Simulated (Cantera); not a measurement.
Cantera run:

```python
import numpy as np
import cantera as ct

gas_names = """
    C CO COS CO2 CS CS2 C2 C2O C3 C3O2 C4 C5 Mg MgO MgS Mg2 O O2 O3 S SO SO2 SO3 S2 S2O S8
""".split()
cond_names = """
    C(gr) Mg(cr) Mg(L) MgCO3(s) MgO(s) MgO(L) MgS(s) MgSO4(s) MgSO4(L) S(cr1) S(cr2) S(L)
""".split()


# ... load() reads the species with a 1 bar reference pressure and builds the phases ...
atoms = {
    'MgO': {'Mg': 1, 'O': 1},
    'SO2': {'S': 1, 'O': 2},
    'CO2': {'C': 1, 'O': 2},
}
top_T = {'C(gr)': 4500, 'MgS(s)': 2250}  # K; cautious upper limits of use, not melting points


# ... equilibrate(T, P, feed) seeds the gas with the atoms and calls Mixture.equilibrate('TP', solver="vcs", rtol=1e-11, max_steps=5000) ...
results = []
feed = {'MgO': 1, 'SO2': 3.3, 'CO2': 0.56}  # mol
T = 1548.15  # K
P = 76000  # Pa
mix = equilibrate(T, P, feed)
results.append((T, P, feed, dict(zip(mix.species_names, mix.species_moles))))
print(gas.report(threshold=1e-06))
for i in range(1, mix.n_phases):
    print(f"{mix.phase(i).name:16s} {mix.phase_moles(i):12.5e} mol")
```

It prints:

```
       temperature   1548.2 K
          pressure   76000 Pa
           density   0.36102 kg/m^3
  mean mol. weight   61.146 kg/kmol
   phase of matter   gas

                          1 kg             1 kmol
                     ---------------   ---------------
          enthalpy       -4.0196e+06       -2.4578e+08  J
   internal energy       -4.2301e+06       -2.5865e+08  J
           entropy            5407.9        3.3067e+05  J/K
    Gibbs function       -1.2392e+07        -7.577e+08  J
 heat capacity c_p            937.47             57322  J/K
 heat capacity c_v            801.49             49008  J/K

                      mass frac. Y      mole frac. X     chem. pot. / RT
                     ---------------   ---------------   ---------------
                CO        9.4698e-05        0.00020672           -44.208
               CO2           0.10426           0.14486           -63.127
                O2        3.2796e-05         6.267e-05           -37.839
                SO        7.2576e-05        9.2338e-05           -39.226
               SO2           0.89531            0.8546           -58.145
               SO3        0.00022749        0.00017375           -77.064
     [  +20 minor]         5.518e-08        1.0187e-07

C(gr)             0.00000e+00 mol
Mg(L)             0.00000e+00 mol
MgO(s)            1.00000e+00 mol
MgS(s)            0.00000e+00 mol
MgSO4(L)          0.00000e+00 mol
S(L)              0.00000e+00 mol
```

Method: chemical equilibrium by Gibbs-energy minimisation in Cantera with the NASA 1993 tables (ideal gas, pure condensed phases).
